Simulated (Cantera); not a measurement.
Input: 1 mol Si₃N₄, 0.0014 mol O₂, 940 mol H₂, at 0.00133 bar.

Cantera equilibrium calculation (NASA polynomials, part measured and part estimated; ideal gas, pure solids and liquids). Candidate condensed phases: H₂O, Si, SiO₂, Si₂N₂O, Si₃N₄; 35 gas species. The numbers say what is thermodynamically allowed, not how fast it happens.

Task: At 2023 K, list the 5 most abundant gas species with their mole fractions, and the condensed phases.

Result: H₂ 0.944, H 0.0505, Si 0.00301, N₂ 0.00206, SiH 6.87e-5. Condensed: gas only.
